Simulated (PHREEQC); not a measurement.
A solution holds 0.023 mol/kgw NH4HCO3, at 25 °C. Closed to the air; pH follows from the charge balance.

Computed with PHREEQC (ion-association model, phreeqc.dat).

Q: The ionic strength comes out as 0.0225 mol/kgw. What activity coefficients do CO3-2, NH4+, HCO3- get?

A: CO3-2 0.57, NH4+ 0.86, HCO3- 0.87.

This is a speciation only: nothing precipitates in the calculation. Carbamate, which ammonia and carbonate form, is missing from the database.
